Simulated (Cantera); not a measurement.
Charge: 1 mol MgO, 0.027 mol N2, at 1.30 Pa.

These are equilibrium values from Cantera (NASA tables, ideal gas, pure condensed phases), not measurements of a reactor. Candidate condensed phases: Mg, MgO; 13 gas species. Kinetics and transport are ignored.

x: gas mole fraction; n: condensed amount in mol.

| T (°C) | x N2 | x Mg | x O | x O2 | n MgO(s) |
|---|---|---|---|---|---|
| 1300 | 1.000 | 0.000108 | 1.67e-5 | 3.33e-5 | 1.000 |
| 1400 | 0.998 | 0.000963 | 0.000170 | 0.000337 | 1.000 |
| 1500 | 0.989 | 0.00682 | 0.00131 | 0.00252 | 1.000 |
| 1600 | 0.936 | ___ | ___ | ___ | 0.999 |
| 1700 | 0.691 | 0.190 | 0.0406 | 0.0730 | 0.993 |
| 1800 | 0.0157 | 0.603 | ___ | ___ | 0 |
| 1900 | 0.0148 | 0.571 | 0.251 | 0.159 | 0 |
| 2000 | 0.0139 | 0.538 | 0.354 | 0.0910 | 0 |
| 2100 | 0.0134 | 0.514 | 0.428 | 0.0424 | 0 |
| 2200 | 0.0132 | 0.502 | 0.466 | 0.0176 | 0 |
| 2300 | 0.0131 | 0.497 | 0.482 | 0.00715 | 0 |
| 2400 | 0.0131 | 0.495 | 0.488 | 0.00299 | 0 |
| 2500 | 0.0131 | 0.494 | 0.491 | 0.00132 | 0 |

Fill in the missing entries.


- 1600, x Mg: 0.0394
- 1600, x O: 0.00801
- 1600, x O2: 0.0149
- 1800, x O: 0.151
- 1800, x O2: 0.225
